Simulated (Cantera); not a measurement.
# Adiabatic ignition

An adiabatic, constant-pressure homogeneous reactor starts with CO : H2 : CH4 : O2 : N2 = 1 : 0.58 : 1.4 : 6.29 : 23.7 (molar parts), equivalence ratio 0.57, at 1150 K and 20000 Pa.

Cantera simulation using GRI-Mech 3.0 (53 species, 325 reactions); the numbers are that mechanism's predictions, not measurements.

| t (s) | T (K) | x CO | x H2 | x CH4 | x H2O2 | x CO2 | x C2H |
|---|---|---|---|---|---|---|---|
| 3.00e-6 | 1150 | 0.0303 | 0.0176 | 0.0425 | <1e-12 | 7.51e-11 | <1e-12 |
| 1.47e-5 | 1150 | 0.0303 | 0.0176 | 0.0425 | <1e-12 | 3.81e-10 | <1e-12 |
| 7.24e-5 | 1150 | 0.0303 | 0.0176 | 0.0425 | 5.65e-12 | 2.08e-9 | <1e-12 |
| 0.000356 | 1150 | 0.0303 | 0.0176 | 0.0425 | 1.30e-10 | 1.26e-8 | <1e-12 |
| 0.00175 | 1150 | 0.0303 | 0.0176 | 0.0425 | 2.97e-9 | 1.91e-7 | <1e-12 |
| 0.00858 | 1176 | 0.0308 | 0.0173 | 0.0387 | 5.26e-6 | 0.000286 | <1e-12 |
| 0.0422 | 2283 | 0.00560 | 0.00145 | <1e-12 | 5.36e-8 | 0.0684 | <1e-12 |
| 0.207 | 2277 | 0.00546 | 0.00142 | <1e-12 | 5.24e-8 | 0.0686 | <1e-12 |
| 1.02 | 2272 | 0.00533 | 0.00139 | <1e-12 | 5.11e-8 | 0.0687 | <1e-12 |
| 5.00 | 2272 | 0.00533 | 0.00139 | <1e-12 | 5.11e-8 | 0.0687 | <1e-12 |
x: mole fraction; the columns are a selection and need not sum to one.

The time of steepest temperature rise is 10.6 ms and the temperature at 5.00 s is 2272 K. The equilibrium temperature is 2272 K, the x(CO) at 5.00 s is 0.00533 (gas-phase equilibrium 0.00533) and the x(H2) at 5.00 s is 0.00139 (gas-phase equilibrium 0.00139). The x(CH4) at 5.00 s is <1e-12 (gas-phase equilibrium <1e-12).
